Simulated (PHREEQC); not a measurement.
A solution holds 0.00034 mol/kgw PbCl2 and 7e-05 mol/kgw KNO3, at 25 °C. Closed to the air; pH follows from the charge balance.

The numbers come from PHREEQC with the ion-association model, phreeqc.dat.

Each row changes one thing in this solution. This is a speciation only: nothing precipitates in the calculation.

```json
[
 {"case": "as made", "pH": "5.62", "Pb+2 (mol/kgw)": "0.000330", "PbCl+ (mol/kgw)": "7.61e-6", "PbOH+ (mol/kgw)": "2.43e-6", "Pb2OH+3 (mol/kgw)": "2.08e-8", "SI of Pb(OH)2 (Pb(OH)2)": "-0.45"},
 {"case": "KNO3 left out", "pH": "5.62", "Pb+2 (mol/kgw)": "0.000330", "PbCl+ (mol/kgw)": "7.65e-6", "PbOH+ (mol/kgw)": "2.43e-6", "Pb2OH+3 (mol/kgw)": "2.07e-8", "SI of Pb(OH)2 (Pb(OH)2)": "-0.45"},
 {"case": "4.4e-06 mol/kgw Na2SO4 added", "pH": "5.63", "Pb+2 (mol/kgw)": "0.000329", "PbCl+ (mol/kgw)": "7.60e-6", "PbOH+ (mol/kgw)": "2.43e-6", "Pb2OH+3 (mol/kgw)": "2.07e-8", "SI of Pb(OH)2 (Pb(OH)2)": "-0.45"},
 {"case": "temperature from 25 to 60 °C", "pH": "5.63", "Pb+2 (mol/kgw)": "0.000322", "PbCl+ (mol/kgw)": "1.58e-5", "PbOH+ (mol/kgw)": "2.37e-6", "Pb2OH+3 (mol/kgw)": "2.00e-8", "SI of Pb(OH)2 (Pb(OH)2)": "+0.62"},
 {"case": "0.00021 mol/kgw NaCl added", "pH": "5.63", "Pb+2 (mol/kgw)": "(withheld)", "PbCl+ (mol/kgw)": "9.77e-6", "PbOH+ (mol/kgw)": "(withheld)", "Pb2OH+3 (mol/kgw)": "2.08e-8", "SI of Pb(OH)2 (Pb(OH)2)": "-0.45"},
 {"case": "KNO3 replaced by KHSO4 at the same molality", "pH": "4.17", "Pb+2 (mol/kgw)": "(withheld)", "PbCl+ (mol/kgw)": "7.44e-6", "PbOH+ (mol/kgw)": "8.38e-8", "Pb2OH+3 (mol/kgw)": "7.10e-10", "SI of Pb(OH)2 (Pb(OH)2)": "-3.36"},
 {"case": "diluted 10-fold with water", "pH": "6.10", "Pb+2 (mol/kgw)": "3.31e-5", "PbCl+ (mol/kgw)": "8.53e-8", "PbOH+ (mol/kgw)": "7.87e-7", "Pb2OH+3 (mol/kgw)": "6.12e-10", "SI of Pb(OH)2 (Pb(OH)2)": "-0.45"},
 {"case": "temperature from 25 to 65 °C", "pH": "5.63", "Pb+2 (mol/kgw)": "0.000320", "PbCl+ (mol/kgw)": "(withheld)", "PbOH+ (mol/kgw)": "2.36e-6", "Pb2OH+3 (mol/kgw)": "1.98e-8", "SI of Pb(OH)2 (Pb(OH)2)": "+0.76"}
]
```

Q: Fill in the missing entries.

A: 
- 0.00021 mol/kgw NaCl added, Pb+2 (mol/kgw): 0.000327
- 0.00021 mol/kgw NaCl added, PbOH+ (mol/kgw): 2.41e-6
- KNO3 replaced by KHSO4 at the same molality, Pb+2 (mol/kgw): 0.000324
- temperature from 25 to 65 °C, PbCl+ (mol/kgw): 1.73e-5

Some of these states are supersaturated (in Pb(OH)2, for instance). Constants without temperature data keep their 25 °C values here.
